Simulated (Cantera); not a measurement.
A closed system holds: 1 mol SiCl4, a varied amount of NH3, 39 mol H2, equilibrated at 1000 K and 0.413 Torr.

Cantera equilibrium calculation (NASA polynomials, part measured and part estimated; ideal gas, pure solids and liquids). Candidate condensed phases: NH4Cl, Si, Si3N4; 28 gas species. The tables' values for SiCl3 are old estimates; treat these amounts as uncertain. Kinetics and transport are ignored.

x: gas mole fraction; n: condensed amount in mol.

| n(NH3) (mol) | x H2 | x N2 | x HCl | x SiCl4 | x SiCl2 | x SiHCl3 | x SiCl3 | n Si(s) | n Si3N4(s) |
|---|---|---|---|---|---|---|---|---|---|
| 0.11 | 0.941 | 2.97e-8 | 0.0432 | 0.0101 | 0.00336 | 0.00155 | 0.00118 | 0.260 | 0.0275 |
| 0.18 | 0.941 | 2.97e-8 | 0.0431 | 0.0100 | 0.00336 | 0.00154 | 0.00118 | 0.208 | 0.0450 |
| 0.29 | 0.941 | 2.97e-8 | 0.0430 | 0.00995 | 0.00335 | 0.00153 | 0.00117 | 0.126 | 0.0725 |
| 0.48 | 0.941 | 3.44e-8 | 0.0439 | 0.00975 | 0.00315 | 0.00147 | 0.00113 | 0 | 0.120 |
| 0.8 | 0.929 | (withheld) | (withheld) | (withheld) | (withheld) | (withheld) | 0.000582 | 0 | (withheld) |
| 1.3 | 0.909 | 0.000156 | 0.0901 | 0.000679 | 5.03e-5 | 4.83e-5 | 3.76e-5 | 0 | 0.322 |
| 2.2 | 0.901 | 0.00972 | 0.0892 | 4.22e-5 | 3.16e-6 | 3.00e-6 | 2.35e-6 | 0 | 0.333 |
| 3.6 | 0.892 | 0.0239 | 0.0841 | 1.87e-5 | 1.56e-6 | 1.39e-6 | 1.10e-6 | 0 | 0.333 |
| 5.9 | 0.879 | 0.0438 | 0.0767 | 8.86e-6 | 8.77e-7 | 7.16e-7 | 5.67e-7 | 0 | 0.333 |
| 9.7 | 0.863 | (withheld) | (withheld) | (withheld) | (withheld) | (withheld) | 2.84e-7 | 0 | 0.333 |
| 16 | 0.843 | 0.101 | 0.0553 | 1.49e-6 | 2.72e-7 | 1.60e-7 | 1.29e-7 | 0 | 0.333 |

Problem. Some entries are withheld; supply them.

Solution. 
- 0.8, x N2: 4.20e-7
- 0.8, x HCl: 0.0610
- 0.8, x SiCl4: 0.00705
- 0.8, x SiCl2: 0.00116
- 0.8, x SiHCl3: 0.000756
- 0.8, n Si3N4(s): 0.200
- 9.7, x N2: 0.0700
- 9.7, x HCl: 0.0669
- 9.7, x SiCl4: 3.91e-6
- 9.7, x SiCl2: 4.98e-7
- 9.7, x SiHCl3: 3.55e-7
